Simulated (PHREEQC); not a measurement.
MgCl2 is added in steps, without added water, to 1 kg of water holding 0.0011 mol/kgw H2SO4, 0.069 mol/kgw NaCl and 0.13 mol/kgw CuCl2, at 20 °C. O2 is buffered at 0.21 atm. CO2 from the air is kept out. Only these solids could form: Brucite, Cu(OH)2, Brochantite, Antlerite, Atacamite, Halite, Mirabilite, Epsomite, Chalcanthite.

Base run: PHREEQC, ion-association model, wateq4f.dat. Each further column changes one thing. The table gives MgSO4 (mol/kgw).

```csv
MgCl2 added (mol),base,database phreeqc.dat,Davies equation for every ion
0,0,0,0
0.07656,0.000310,0.000311,___
0.1684,0.000496,0.000498,___
0.245,0.000592,0.000593,0.000752
0.3216,0.000660,0.000662,___
0.4134,0.000720,0.000722,___
0.49,0.000760,0.000762,___
```

### Question
Some entries are withheld; supply them.

### Answer

- 0.07656, Davies equation for every ion: 0.000349
- 0.1684, Davies equation for every ion: 0.000606
- 0.3216, Davies equation for every ion: 0.000858
- 0.4134, Davies equation for every ion: 0.000946
- 0.49, Davies equation for every ion: 0.000997

The ionic strength passes 0.7 mol/kgw, the rough limit of the ion-association models, in part of: base; database phreeqc.dat; Davies equation for every ion. phreeqc.dat and wateq4f.dat share most of their constants, so their agreement is no independent check. Solids allowed in the column 'database phreeqc.dat': Halite.
